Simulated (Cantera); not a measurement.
## Thermodynamics of chemical vapour transport, feed MgO + Cl₂ + HCl

Feed: 1 mol MgO, 0.024 mol Cl₂, 0.017 mol HCl, at 728 Torr.

Method: chemical equilibrium by Gibbs-energy minimisation in Cantera with the NASA 1993 tables (ideal gas, pure condensed phases). Candidate condensed phases: H₂O, Mg, MgCl₂, MgO, Mg(OH)₂; 22 gas species. Mutual solubility and eutectic melting of coexisting phases are not modelled. The numbers say what is thermodynamically allowed, not how fast it happens.

| T (K) | x Cl₂ | x HCl | x MgCl₂ | x O₂ | x Cl | x H₂O | n MgCl₂(l) | n MgO(s) |
|---|---|---|---|---|---|---|---|---|
| 1348 | 0.473 | 0.397 | 0.0664 | 0.0460 | 0.0131 | 0.00378 | 0.00124 | 0.996 |
| 1373 | 0.458 | 0.388 | 0.0891 | 0.0458 | 0.0158 | 0.00337 | 0.000256 | 0.996 |
| 1398 | 0.435 | 0.382 | 0.108 | 0.0524 | 0.0187 | 0.00335 | 0 | 0.995 |
| 1423 | 0.408 | 0.378 | 0.127 | 0.0616 | 0.0220 | 0.00345 | 0 | 0.994 |
| 1448 | 0.380 | 0.373 | 0.147 | 0.0715 | 0.0255 | 0.00356 | 0 | 0.993 |
| 1473 | 0.350 | 0.367 | 0.168 | 0.0818 | 0.0292 | 0.00369 | 0 | 0.992 |
| 1498 | 0.320 | 0.362 | 0.189 | 0.0923 | 0.0331 | 0.00384 | 0 | 0.991 |
| 1523 | 0.289 | 0.356 | 0.210 | 0.103 | 0.0372 | 0.00402 | 0 | 0.990 |
x: gas mole fraction; n: condensed amount in mol.

From 1348 K to 1373 K the condensed part is MgCl₂(l) + MgO(s). From 1398 K to 1523 K the condensed part is MgO(s). The main Mg-bearing gas is MgCl₂ throughout.
